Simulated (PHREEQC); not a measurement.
A solution holds 0.0027 mol CuSO4, 4.4e-05 mol HNO3 and 7e-05 mol KCl per kg of water, at 25 °C. Closed to the air; pH follows from the charge balance.

The numbers come from PHREEQC with the ion-association model, phreeqc.dat.

This is a speciation only: nothing precipitates in the calculation.

Q: Estimate the pH, specific conductance.

A: pH 4.45; specific conductance 551 µS/cm.

Q: In which forms is S present?

A: SO4-2 82 %, CuSO4 17 % of the S.

Complexes and solids missing from the database can't appear.
